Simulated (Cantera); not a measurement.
## Equilibrium for boron, boron nitride and boron oxide: borazine + NH₃ + H₂ + N₂

A closed system holds: 1 mol borazine, 0.17 mol NH₃, 10 mol H₂, 36 mol N₂, equilibrated at 1600 K and 40.5 Torr.

Method: chemical equilibrium by Gibbs-energy minimisation in Cantera with the NASA 1993 tables (ideal gas, pure condensed phases). Candidate condensed phases: B, BN; 15 gas species. The feed counts by its element totals alone. Rates play no part.

```yaml
x(N₂): 0.731
x(H₂): 0.269
x(H): 0.000121
n(BN(s)): 3.00 mol
gas_amount: 49.34 mol
log10 activity of B(s) (absent): -2.89
```
